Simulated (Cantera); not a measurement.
Charge: 1 mol FeS, 0.11 mol O₂, 1.9 mol H₂S, at 1427 °C and 825 Torr.

These are equilibrium values from Cantera (NASA tables, ideal gas, pure condensed phases), not measurements of a reactor. Candidate condensed phases: Fe, FeO, Fe(OH)₂, Fe(OH)₃, FeS, FeSO₄, FeS₂, Fe₂O₃, Fe₂(SO₄)₃, Fe₃O₄, H₂O, H₂SO₄, S; 22 gas species. FeS: taken at fixed stoichiometry. Kinetics and transport are ignored.

Base state: H₂ 0.378, H₂S 0.294, S₂ 0.230, H₂O 0.0876, SH 0.00962, SO 0.000256, S₂O 0.000230, SO₂ 0.000197 (mole fractions); condensed: FeS(l).

**Question.** What changes in the equilibrium state with this change: O₂ from 0.11 to 4.4 mol?

**Answer.** 
| species | before | after |
|---|---|---|
| SO₂ | 0.000197 | 0.602 |
| H₂O | 0.0876 | 0.391 |
| H₂ | 0.378 | 0.00466 |
| H₂S | 0.294 | 8.45e-5 |
| S₂ | 0.230 | 0.000125 |
| Fe(OH)₂ | 8.86e-8 | 3.10e-5 |
| SO₃ | <1e-9 | 1.55e-5 |
| SH | 0.00962 | 2.49e-5 |
| S | 0.000144 | 3.37e-6 |
| OH | 1.03e-6 | 4.16e-5 |
| H | 8.64e-5 | 9.59e-6 |
| FeS(l), mol | 1.000 | 0 |
| FeO(l), mol | 0 | 0.588 |
| Fe₃O₄(s), mol | 0 | 0.137 |
Mutual solubility and eutectic melting of coexisting phases are not modelled. The tables' stoichiometric FeO is somewhat more stable than real wüstite, so its field is too wide. FeO: taken at fixed stoichiometry.
